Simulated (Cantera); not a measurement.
What does this Cantera script print?

```python
import numpy as np
import cantera as ct

gas_names = """
    CL CL2 H HCL H2 Si SiCL SiCL2 SiCL3 SiCL4 SiH SiHCL3 SiH2 SiH2CL2 SiH3 SiH3CL SiH4 Si2 Si3
""".split()
cond_names = """
    Si(cr) Si(L)
""".split()


# ... load() reads the species with a 1 bar reference pressure and builds the phases ...
atoms = {
    'SiCl4': {'Si': 1, 'CL': 4},
    'H2': {'H': 2},
}
top_T = {}  # K; cautious upper limits of use, not melting points


# ... equilibrate(T, P, feed) seeds the gas with the atoms and calls Mixture.equilibrate('TP', solver="vcs", rtol=1e-11, max_steps=5000) ...
results = []
feed = {'SiCl4': 1, 'H2': 7.9}  # mol
T = 948  # K
P = 1000  # Pa
mix = equilibrate(T, P, feed)
results.append((T, P, feed, dict(zip(mix.species_names, mix.species_moles))))
x = sorted(zip(gas.X, gas.species_names), reverse=True)
print(f"T = {T:g} K  P = {P:g} Pa  gas = {mix.phase_moles(0):.4g} mol")
print("   x: " + "  ".join(f"{s} {v:.3e}" for v, s in x if v > 0.001))
print("   condensed (mol): " + ("  ".join(f"{mix.phase(i).name} {mix.phase_moles(i):.4g}"
      for i in range(1, mix.n_phases) if mix.phase_moles(i) > 1e-12) or "none"))
```

It prints:

```
T = 948 K  P = 1000 Pa  gas = 8.918 mol
   x: H2 8.664e-01  SiCL4 9.258e-02  HCL 2.192e-02  SiHCL3 1.648e-02  SiCL3 1.520e-03
   condensed (mol): Si(cr) 0.00366
```

These are equilibrium values from Cantera (NASA tables, ideal gas, pure condensed phases), not measurements of a reactor. The tables' values for SiCl3 are old estimates; treat these amounts as uncertain.
